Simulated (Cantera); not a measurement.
# Thermodynamics of boron, boron nitride and boron oxide, feed B2H6 + N2

A closed system holds: 1 mol B2H6, 0.21 mol N2, equilibrated at 12.0 Pa.

Method: chemical equilibrium by Gibbs-energy minimisation in Cantera with the NASA 1993 tables (ideal gas, pure condensed phases). Candidate condensed phases: B, BN; 15 gas species. The feed counts by its element totals alone. N2 is the only nitrogen source here; it is nearly inert below about 1500 K, so the nitride shown seldom forms there in practice. Mutual solubility and eutectic melting of coexisting phases are not modelled. The tables' values for BH2 are old estimates; treat these amounts as uncertain. Rates play no part.

```csv
T (K),x H2,x H,x N2,x B,x BH2,x BH,n B(s),n BN(s)
1150,1.000,6.81e-6,2.25e-10,<1e-12,8.59e-8,<1e-12,1.58,0.420
1250,1.000,4.41e-5,1.49e-8,2.09e-12,4.39e-7,4.23e-12,1.58,0.420
1350,1.000,0.000218,5.29e-7,1.12e-10,1.76e-6,9.55e-11,1.58,0.420
1450,0.999,0.000863,1.14e-5,3.45e-9,5.78e-6,1.40e-9,1.58,0.420
1550,0.997,0.00287,0.000165,6.81e-8,1.63e-5,1.44e-8,1.58,0.419
1650,0.990,0.00825,0.00172,9.34e-7,4.00e-5,1.11e-7,1.59,0.410
1750,0.965,0.0209,0.0137,9.47e-6,8.70e-5,6.66e-7,1.66,0.336
1850,0.889,0.0464,0.0639,7.45e-5,0.000164,3.20e-6,2.00,0
1950,0.841,0.0960,0.0622,0.000473,0.000293,1.31e-5,2.00,0
```
x: gas mole fraction; n: condensed amount in mol.

From 1150 K to 1750 K the condensed part is B(s) + BN(s). From 1850 K to 1950 K the condensed part is B(s).
